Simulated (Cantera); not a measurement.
Input: 1 mol Si, 2.9 mol SF6, 3.4 mol F2, at 673 K and 2900 Pa.

Equilibrium computed with Cantera from the NASA thermochemical tables; the gas is ideal and each condensed phase is pure. Candidate condensed phases: S, Si; 21 gas species. Equilibrium is a limit: real reactors are often held back by kinetics, nucleation or transport.

Base state: SF6 0.546, F2 0.263, SiF4 0.188, F 0.00247 (mole fractions); condensed: gas only.

### Question
What changes in the equilibrium state with this change: temperature from 673 K to 1198 K?

### Answer
| species | before | after |
|---|---|---|
| SF6 | 0.546 | 0.440 |
| F | 0.00247 | 0.391 |
| SiF4 | 0.188 | 0.152 |
| F2 | 0.263 | 0.0172 |
